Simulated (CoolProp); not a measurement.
Computed with CoolProp (reference Helmholtz-energy equation of state, Thol 2016).

For hexamethyldisiloxane (MM), give the phase and the Z, cp (kJ/(kg K)), cv (kJ/(kg K)), isothermal compressibility (1/MPa) at 390.6 K and 4.31 bar.


- 390.6 K and 4.31 bar: liquid; Z 0.0329, cp 2.17, cv 1.78, isothermal compressibility 0.00583
